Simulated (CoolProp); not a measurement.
Propylene along the isobar 7.49 MPa: Z from the reference equation and from simpler models built on Tc = 91.1 °C, pc = 4.555 MPa, ω = 0.146; each cubic takes its own stable root.

The numbers come from the reference Helmholtz-energy equation of state, Lemmon 2013 in CoolProp.

| T (°C) | phase | reference | Soave-Redlich-Kwong | Peng-Robinson |
|---|---|---|---|---|
| -109.65 | liquid | 0.3375 | 0.3616 | 0.3222 |
| -94.75 | liquid | 0.3168 | 0.3379 | ___ |
| -79.95 | liquid | 0.2998 | 0.3187 | 0.2834 |
| -65.05 | liquid | 0.2856 | ___ | 0.2690 |
| -50.15 | liquid | 0.2738 | 0.2899 | 0.2574 |
| -35.25 | liquid | 0.2640 | 0.2796 | 0.2480 |
| -20.45 | liquid | 0.2562 | 0.2716 | 0.2408 |
| -5.55 | liquid | 0.2499 | 0.2658 | 0.2355 |
| 9.35 | liquid | 0.2454 | 0.2621 | 0.2321 |
| 24.25 | liquid | 0.2424 | 0.2607 | ___ |
| 39.05 | liquid | 0.2414 | ___ | ___ |
| 53.95 | liquid | 0.2426 | ___ | ___ |
| 68.85 | liquid | ___ | 0.2758 | 0.2459 |

**Question.** Fill in the missing entries.

**Answer.** 
- -94.75, Peng-Robinson: 0.3008
- -65.05, Soave-Redlich-Kwong: 0.3028
- 24.25, Peng-Robinson: 0.2310
- 39.05, Soave-Redlich-Kwong: 0.2619
- 39.05, Peng-Robinson: 0.2323
- 53.95, Soave-Redlich-Kwong: 0.2665
- 53.95, Peng-Robinson: 0.2368
- 68.85, reference: 0.2471
